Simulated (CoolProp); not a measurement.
Saturation properties of C2F6 (R116).

Computed with CoolProp (reference Helmholtz-energy equation of state, Lemmon 2006). It is a short technical equation, of lower accuracy than the large ones.

```json
[
 {"T (°C)": "-84.95", "p (MPa)": "0.06900", "liquid density (kg/m³)": "1635", "enthalpy of vaporisation (kJ/kg)": "119.9", "vapour Z": "0.9657", "vapour viscosity (µPa s)": "8.81", "liquid conductivity (mW/(m K))": "78.9"},
 {"T (°C)": "-80.15", "p (MPa)": "0.09059", "liquid density (kg/m³)": "1614", "enthalpy of vaporisation (kJ/kg)": "117.9", "vapour Z": "0.9583", "vapour viscosity (µPa s)": "9.03", "liquid conductivity (mW/(m K))": "76.9"},
 {"T (°C)": "-75.45", "p (MPa)": "0.1165", "liquid density (kg/m³)": "1593", "enthalpy of vaporisation (kJ/kg)": "115.8", "vapour Z": "0.9502", "vapour viscosity (µPa s)": "9.24", "liquid conductivity (mW/(m K))": "75.0"},
 {"T (°C)": "-70.65", "p (MPa)": "0.1486", "liquid density (kg/m³)": "1571", "enthalpy of vaporisation (kJ/kg)": "113.7", "vapour Z": "0.9409", "vapour viscosity (µPa s)": "9.45", "liquid conductivity (mW/(m K))": "73.1"},
 {"T (°C)": "-65.95", "p (MPa)": "0.1863", "liquid density (kg/m³)": "1550", "enthalpy of vaporisation (kJ/kg)": "111.5", "vapour Z": "0.9307", "vapour viscosity (µPa s)": "9.66", "liquid conductivity (mW/(m K))": "71.3"},
 {"T (°C)": "-61.15", "p (MPa)": "0.2319", "liquid density (kg/m³)": "1527", "enthalpy of vaporisation (kJ/kg)": "109.2", "vapour Z": "0.9192", "vapour viscosity (µPa s)": "9.88", "liquid conductivity (mW/(m K))": "69.4"},
 {"T (°C)": "-56.45", "p (MPa)": "0.2843", "liquid density (kg/m³)": "1504", "enthalpy of vaporisation (kJ/kg)": "106.8", "vapour Z": "0.9068", "vapour viscosity (µPa s)": "10.1", "liquid conductivity (mW/(m K))": "67.5"},
 {"T (°C)": "-51.65", "p (MPa)": "0.3466", "liquid density (kg/m³)": "1480", "enthalpy of vaporisation (kJ/kg)": "104.3", "vapour Z": "0.8928", "vapour viscosity (µPa s)": "10.3", "liquid conductivity (mW/(m K))": "65.6"},
 {"T (°C)": "-46.95", "p (MPa)": "0.4171", "liquid density (kg/m³)": "1456", "enthalpy of vaporisation (kJ/kg)": "101.7", "vapour Z": "0.8780", "vapour viscosity (µPa s)": "10.5", "liquid conductivity (mW/(m K))": "63.8"},
 {"T (°C)": "-42.15", "p (MPa)": "0.4996", "liquid density (kg/m³)": "1430", "enthalpy of vaporisation (kJ/kg)": "98.87", "vapour Z": "0.8614", "vapour viscosity (µPa s)": "10.7", "liquid conductivity (mW/(m K))": "61.9"},
 {"T (°C)": "-37.35", "p (MPa)": "0.5938", "liquid density (kg/m³)": "1403", "enthalpy of vaporisation (kJ/kg)": "95.91", "vapour Z": "0.8434", "vapour viscosity (µPa s)": "11.0", "liquid conductivity (mW/(m K))": "60.0"},
 {"T (°C)": "-32.65", "p (MPa)": "0.6982", "liquid density (kg/m³)": "1376", "enthalpy of vaporisation (kJ/kg)": "92.84", "vapour Z": "0.8242", "vapour viscosity (µPa s)": "11.2", "liquid conductivity (mW/(m K))": "58.1"}
]
```

It boils at -78.1 °C under 1 atm.

Viscosity comes from a separate model (Huber 2003), an estimate that may be off by 10 % or more. Thermal conductivity comes from a separate model (Huber 2003), an estimate that may be off by 10 % or more.
